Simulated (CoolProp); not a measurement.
Toluene along the isobar 8.17 bar: Z from the reference equation and from simpler models built on Tc = 591.7 K, pc = 41.26 bar, ω = 0.266; each cubic takes its own stable root.

Computed with CoolProp (reference Helmholtz-energy equation of state, Lemmon 2006). It is a short technical equation, of lower accuracy than the large ones.

```tsv
T (K)	phase	reference
432.9	liquid	0.02877
445.6	liquid	0.02854
458.3	liquid	0.02838
471	liquid	0.02829
483.7	gas	0.8351
496.5	gas	0.8520
509.2	gas	0.8663
521.9	gas	0.8786
534.6	gas	0.8892
547.3	gas	0.8986
560	gas	0.9068
572.7	gas	0.9142
585.4	gas	0.9207
598.2	gas	0.9267
```

Question: How far does each simpler model (Redlich-Kwong, Soave-Redlich-Kwong, Peng-Robinson) lie from the reference over these 14 states: mean and median of the absolute difference, and the worst?

Answer: 
- Redlich-Kwong: mean 213.9 %, median 2.2 %, worst +2922.3 % at 471 K and 8.17 bar
- Soave-Redlich-Kwong: mean 4.6 %, median 1.4 %, worst +14.1 % at 471 K and 8.17 bar
- Peng-Robinson: mean 0.4 %, median 0.2 %, worst +1.3 % at 483.7 K and 8.17 bar

At some of these states Redlich-Kwong gives the other phase, because its saturation line lies elsewhere.
